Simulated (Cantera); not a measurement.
An isothermal, constant-pressure homogeneous reactor starts with C2H6 : N2 = 1 : 120 (molar parts), at 1750 K and 100000 Pa.

Model: GRI-Mech 3.0 (53 species, 325 reactions), integrated in Cantera. GRI-Mech 3.0 stops at C3 and has no aromatics, soot or wall deposition, so with more carbon than oxygen in the feed, carbon stays in small species such as C2H2 where larger ones or solid carbon would form.

Predict: x(C2H6) at 1.00 s; x(CH4) at 1.00 s; x(H2) at 1.00 s; x(CH2) at 1.00 s; x(C2H4) at 1.00 s; x(HCN) at 1.00 s; x(CH3) at 1.00 s.


| Quantity | Result |
|---|---|
| x(C2H6) at 1.00 s | 1.37e-9 (gas-phase equilibrium 9.62e-12) |
| x(CH4) at 1.00 s | 5.82e-5 (gas-phase equilibrium 4.46e-6) |
| x(H2) at 1.00 s | 0.0161 (gas-phase equilibrium 0.0162) |
| x(CH2) at 1.00 s | 4.27e-9 (gas-phase equilibrium 3.29e-10) |
| x(C2H4) at 1.00 s | 4.35e-6 (gas-phase equilibrium 3.49e-7) |
| x(HCN) at 1.00 s | 2.24e-5 (gas-phase equilibrium 0.0150) |
| x(CH3) at 1.00 s | 2.16e-6 (gas-phase equilibrium 1.66e-7) |
